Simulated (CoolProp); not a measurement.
Computed with CoolProp (reference Helmholtz-energy equation of state, Lemmon 2013).

Problem. For propylene, give the phase and the density (kg/m³), speed of sound (m/s), conductivity (mW/(m K)), fugacity coefficient at 398.6 K and 142 bar.

Solution. 
- 398.6 K and 142 bar: supercritical; density 378, speed of sound 435, conductivity 85.3, fugacity coefficient 0.417

Thermal conductivity comes from a separate model (Huber 2003), an estimate that may be off by 10 % or more.
